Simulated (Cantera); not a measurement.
Charge: 1 mol CaS, 0.11 mol H₂S, 0.053 mol H₂O, equilibrated at 7.50 Torr.

Method: chemical equilibrium by Gibbs-energy minimisation in Cantera with the NASA 1993 tables (ideal gas, pure condensed phases). Candidate condensed phases: Ca, CaO, Ca(OH)₂, CaS, CaSO₄, H₂O, H₂SO₄, S; 25 gas species. Gases not in the tables: S₃ to S₇. Kinetics and transport are ignored.

x: gas mole fraction; n: condensed amount in mol.

```json
[
 {"T (°C)": "577", "x H₂S": "0.615", "x H₂": "0.0451", "x H₂O": "0.318", "x S₂": "0.0225", "x SH": "5.35e-6", "n CaS(s)": "1.00"},
 {"T (°C)": "727", "x H₂S": "(withheld)", "x H₂": "(withheld)", "x H₂O": "0.303", "x S₂": "(withheld)", "x SH": "(withheld)", "n CaS(s)": "1.00"},
 {"T (°C)": "877", "x H₂S": "(withheld)", "x H₂": "(withheld)", "x H₂O": "0.281", "x S₂": "(withheld)", "x SH": "(withheld)", "n CaS(s)": "1.00"},
 {"T (°C)": "1027", "x H₂S": "0.178", "x H₂": "0.373", "x H₂O": "0.263", "x S₂": "0.184", "x SH": "0.00170", "n CaS(s)": "1.00"},
 {"T (°C)": "1177", "x H₂S": "0.0941", "x H₂": "0.437", "x H₂O": "0.249", "x S₂": "0.213", "x SH": "0.00402", "n CaS(s)": "1.00"},
 {"T (°C)": "1327", "x H₂S": "0.0516", "x H₂": "0.473", "x H₂O": "0.235", "x S₂": "0.224", "x SH": "0.00764", "n CaS(s)": "1.00"},
 {"T (°C)": "1477", "x H₂S": "0.0301", "x H₂": "0.497", "x H₂O": "0.217", "x S₂": "0.222", "x SH": "0.0126", "n CaS(s)": "1.00"}
]
```

Task: Fill in the missing entries.

Result: 
- 727, x H₂S: 0.491
- 727, x H₂: 0.138
- 727, x S₂: 0.0687
- 727, x SH: 7.98e-5
- 877, x H₂S: 0.320
- 877, x H₂: 0.266
- 877, x S₂: 0.132
- 877, x SH: 0.000495
